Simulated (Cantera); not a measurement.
What does this Cantera script print?

```python
import numpy as np
import cantera as ct

gas = ct.Solution("gri30.yaml")
gas.TPX = 2400, 6500, {'CH4': 0.011, 'H2': 1, 'CO2': 0.015}
reactor = ct.IdealGasConstPressureReactor(gas, energy="off", clone=False)
net = ct.ReactorNet([reactor])
net.rtol, net.atol = 1e-08, 1e-18
show = ['CH4', 'H2', 'CO2', 'H2O', 'O', 'O2', 'HO2']
times = np.geomspace(6e-05, 20, 14)

steps = ct.SolutionArray(gas, extra=["t"])
rows = []
print(f"{'t/s':>10s}{'T/K':>9s}{'P/Pa':>11s}" + "".join(f"{s:>11s}" for s in show))
for t in times:
    while net.time < t:
        t_next = net.step()
        steps.append(gas.state, t=t_next)
    rows.append([np.interp(t, steps.t, y) for y in (steps.T, steps.P, *steps(*show).X.T)])
    print(f"{t:10.3e}{rows[-1][0]:9.1f}{rows[-1][1]:11.4g}" + "".join(f"{x:11.3e}" for x in rows[-1][2:]))
rate = np.gradient(steps.T, steps.t)
print("integrator steps:", len(steps.t))
if steps.T.max() > steps.T[0] + 200:
    print(f"time of steepest temperature rise: {steps.t[rate.argmax()]:.4e} s")
gas.TPX = 2400, 6500, {'CH4': 0.011, 'H2': 1, 'CO2': 0.015}
gas.equilibrate("TP")
print(f"equilibrium (TP): T = {gas.T:.1f} K  " + "  ".join(f"{s} {gas[s].X[0]:.3e}" for s in show))
```

It prints:

```
       t/s      T/K       P/Pa        CH4         H2        CO2        H2O          O         O2        HO2
 6.000e-05   2400.0       6500  1.034e-02  9.728e-01  1.443e-02  1.742e-04  2.308e-09  2.938e-12  1.487e-12
 1.596e-04   2400.0       6500  9.777e-03  9.690e-01  1.338e-02  1.195e-03  1.424e-08  2.497e-11  3.006e-12
 4.244e-04   2400.0       6500  8.285e-03  9.575e-01  8.091e-03  6.377e-03  1.451e-07  3.891e-10  5.084e-12
 1.129e-03   2400.0       6500  4.426e-03  9.421e-01  4.978e-04  1.357e-02  8.435e-07  4.824e-09  5.920e-12
 3.003e-03   2400.0       6500  1.094e-03  9.368e-01  3.608e-05  1.312e-02  1.511e-06  8.672e-09  7.539e-12
 7.986e-03   2400.0       6500  3.567e-04  9.321e-01  3.466e-05  1.128e-02  1.964e-06  9.805e-09  7.178e-12
 2.124e-02   2400.0       6500  1.752e-04  9.267e-01  2.901e-05  7.881e-03  2.050e-06  7.205e-09  4.445e-12
 5.649e-02   2400.0       6500  4.685e-05  9.200e-01  1.978e-05  4.629e-03  1.779e-06  3.703e-09  1.926e-12
 1.503e-01   2400.0       6500  9.457e-07  9.135e-01  1.630e-05  3.655e-03  1.851e-06  3.068e-09  1.411e-12
 3.997e-01   2400.0       6500  1.058e-10  9.122e-01  1.626e-05  3.640e-03  1.935e-06  3.198e-09  1.440e-12
 1.063e+00   2400.0       6500  1.053e-10  9.122e-01  1.626e-05  3.640e-03  1.935e-06  3.199e-09  1.440e-12
 2.827e+00   2400.0       6500  1.053e-10  9.122e-01  1.626e-05  3.640e-03  1.935e-06  3.199e-09  1.440e-12
 7.520e+00   2400.0       6500  1.053e-10  9.122e-01  1.626e-05  3.640e-03  1.935e-06  3.199e-09  1.440e-12
 2.000e+01   2400.0       6500  1.053e-10  9.122e-01  1.626e-05  3.640e-03  1.935e-06  3.199e-09  1.440e-12
integrator steps: 1636
equilibrium (TP): T = 2400.0 K  CH4 1.168e-10  H2 9.122e-01  CO2 1.626e-05  H2O 3.640e-03  O 1.935e-06  O2 3.199e-09  HO2 1.440e-12
```

Detailed kinetics in Cantera: GRI-Mech 3.0 (53 species, 325 reactions).
